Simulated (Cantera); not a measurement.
Cantera run, input and output.

```python
import numpy as np
import cantera as ct

gas = ct.Solution("gri30.yaml")
gas.TPX = 375, 100000, {'CH4': 1, 'CO': 0.049, 'O2': 3.32, 'N2': 12.5}
inlet = ct.Reservoir(gas, clone=True)
gas.equilibrate("HP")  # start burning
reactor = ct.IdealGasConstPressureReactor(gas, energy="on", clone=False)
exhaust = ct.Reservoir(gas, clone=True)
tau = [0.052, 0.021, 0.0088, 0.0036, 0.0015, 0.00062, 0.00025, 0.0001, 4.3e-05, 1.8e-05][0]
for a, b in ((inlet, reactor), (reactor, exhaust)):
    ct.MassFlowController(a, b, mdot=lambda t: reactor.mass / tau)
net = ct.ReactorNet([reactor])
show = ['CH4', 'CO', 'O2', 'HO2', 'H2O']

rows = []
print(f"{'tau/s':>10s}{'T/K':>9s}" + "".join(f"{s:>11s}" for s in show))
for tau in [0.052, 0.021, 0.0088, 0.0036, 0.0015, 0.00062, 0.00025, 0.0001, 4.3e-05, 1.8e-05]:
    net.initial_time = 0.0
    net.advance(30 * tau)
    before = gas.X
    net.advance(40 * tau)
    drift = np.max(np.abs(gas.X - before) / (gas.X + 1e-9))
    rows.append([gas.T, *gas[show].X, drift])
    print(f"{tau:10.3e}{gas.T:9.1f}" + "".join(f"{x:11.3e}" for x in gas[show].X))
```

Output:

```
     tau/s      T/K        CH4         CO         O2        HO2        H2O
 5.200e-02   1736.7  1.847e-05  5.568e-04  7.682e-02  2.404e-06  1.178e-01
 2.100e-02   1729.2  3.286e-05  1.014e-03  7.694e-02  4.094e-06  1.173e-01
 8.800e-03   1717.2  5.749e-05  1.794e-03  7.722e-02  6.799e-06  1.167e-01
 3.600e-03   1696.9  1.044e-04  3.197e-03  7.781e-02  1.125e-05  1.157e-01
 1.500e-03   1664.6  1.970e-04  5.603e-03  7.901e-02  1.807e-05  1.143e-01
 6.200e-04   1611.6  4.206e-04  1.001e-02  8.164e-02  2.932e-05  1.123e-01
 2.500e-04   1493.7  1.586e-03  2.128e-02  9.059e-02  6.348e-05  1.080e-01
 1.000e-04    375.0  5.928e-02  2.905e-03  1.968e-01 -1.336e-18 -1.336e-15
 4.300e-05    375.0  5.928e-02  2.905e-03  1.968e-01 -1.007e-21 -1.007e-18
 1.800e-05    375.0  5.928e-02  2.905e-03  1.968e-01 -6.364e-23 -6.362e-20
```

Cantera simulation using GRI-Mech 3.0 (53 species, 325 reactions); the numbers are that mechanism's predictions, not measurements.
